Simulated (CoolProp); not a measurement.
Values from CoolProp's reference Helmholtz-energy equation of state, Zhou 2011.

Question: For dimethyl carbonate, give the phase and the Z, cp (kJ/(kg K)), cv (kJ/(kg K)), speed of sound (m/s) at 316 K and 14900 kPa.

Answer: 
- 316 K and 14900 kPa: liquid; Z 0.485, cp 1.84, cv 1.37, speed of sound 1190
